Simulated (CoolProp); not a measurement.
Vapour-liquid equilibrium of cyclohexane (1) + n-octane (2) at 66.25 °C; x and y are mole fractions of (1).

The numbers come from the multi-fluid Helmholtz-energy mixture model, Zhou 2014 and Beckmüller 2019; pair parameters Bell 2016 in CoolProp.

```
x     bubble pressure, mixture model (MPa)  bubble pressure, Raoult's law (MPa)  y, mixture model  y, Raoult's law
----  ------------------------------------  -----------------------------------  ----------------  ---------------
0.05                               0.01617                              0.01617             0.196            0.199
0.2                                0.02382                              0.02375             0.538            0.541
0.35                               0.03149                              0.03133             0.714            0.717
0.5                                0.03909                              0.03891             0.821            0.825
0.65                               0.04661                              0.04649             0.894            0.897
0.8                                0.05411                              0.05408             0.947            0.950
0.95                               0.06165                              0.06166             0.988            0.989
```

The largest gap from Raoult's law is +0.5 % in bubble pressure, at x = 0.35. No azeotrope shows between x = 0.05 and 0.95.

Pair parameters are fitted to limited data, so mixtures are less certain than the pure fluids.
